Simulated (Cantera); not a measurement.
A Cantera script and its output.

```python
import numpy as np
import cantera as ct

gas = ct.Solution("gri30.yaml")
gas.TPX = 698, 500000, {'CH4': 1, 'C2H6': 1.3, 'C3H8': 0.28, 'O2': 9.94, 'N2': 37.4}
flame = ct.FreeFlame(gas, width=0.013)
flame.set_refine_criteria(ratio=3, slope=0.08, curve=0.16)
flame.transport_model = "mixture-averaged"
flame.solve(loglevel=0, auto=True)
z, T = flame.grid, flame.T
thick = (T[-1] - T[0]) / np.gradient(T, z).max()
show = ['CH4', 'C2H6', 'C3H8', 'C2H2', 'CH3', 'H2O']
print(f"laminar burning velocity  {flame.velocity[0] * 100:.3f} cm/s")
print(f"burnt temperature         {T[-1]:.1f} K")
print(f"thermal thickness         {thick * 1e3:.4f} mm")
print(f"grid points               {len(z)}")
z0 = z[flame.heat_release_rate.argmax()]
print(f"{'z/mm':>9s}{'T/K':>9s}{'u/(m/s)':>9s}" + "".join(f"{s:>11s}" for s in show))
rows = []
for k in (-3, -2, -1.5, -1, -0.5, -0.25, 0, 0.25, 0.5, 1, 2, 4, 8):
    zz = z0 + k * thick
    rows.append([k * thick, np.interp(zz, z, T), np.interp(zz, z, flame.velocity),
                 *(np.interp(zz, z, flame.X[gas.species_index(s)]) for s in show)])
    print(f"{rows[-1][0] * 1e3:9.3f}{rows[-1][1]:9.1f}{rows[-1][2]:9.3f}" + "".join(f"{x:11.3e}" for x in rows[-1][3:]))
```

Output:

```
laminar burning velocity  105.470 cm/s
burnt temperature         2318.8 K
thermal thickness         0.0824 mm
grid points               139
     z/mm      T/K  u/(m/s)        CH4       C2H6       C3H8       C2H2        CH3        H2O
   -0.247    698.3    1.056  2.001e-02  2.602e-02  5.606e-03  2.893e-08  4.966e-10  9.897e-05
   -0.165    701.4    1.062  1.993e-02  2.597e-02  5.598e-03  4.170e-07  5.137e-09  8.024e-04
   -0.124    711.2    1.079  1.972e-02  2.585e-02  5.585e-03  2.010e-06  2.793e-08  2.627e-03
   -0.082    763.0    1.162  1.885e-02  2.509e-02  5.497e-03  1.351e-05  5.220e-07  1.030e-02
   -0.041   1055.2    1.632  1.460e-02  1.823e-02  4.260e-03  1.149e-04  9.815e-05  4.294e-02
   -0.021   1404.1    2.204  9.560e-03  7.944e-03  1.799e-03  2.950e-04  9.048e-04  7.598e-02
    0.000   1773.3    2.812  3.125e-03  5.272e-04  6.920e-05  4.284e-04  1.076e-03  1.081e-01
    0.021   1952.5    3.091  2.903e-04  1.566e-06  5.587e-08  6.218e-05  1.173e-04  1.216e-01
    0.041   2030.1    3.198  1.317e-05  1.075e-09  7.899e-12  1.812e-06  5.709e-06  1.247e-01
    0.082   2123.0    3.321  3.694e-08  1.415e-14  8.856e-18  1.943e-09  1.967e-08  1.270e-01
    0.165   2214.6    3.444  1.626e-12  8.719e-21  3.247e-27  3.217e-14  1.480e-12  1.307e-01
    0.330   2279.5    3.531  3.274e-15 -2.670e-27  1.368e-37  2.584e-18  1.431e-14  1.341e-01
    0.659   2310.3    3.571  2.775e-16  4.769e-28 -5.404e-41  1.420e-19  9.970e-16  1.358e-01
```

Cantera simulation using GRI-Mech 3.0 (53 species, 325 reactions); the numbers are that mechanism's predictions, not measurements. Burning velocities carry a grid error of a few per cent, more on coarse grids.
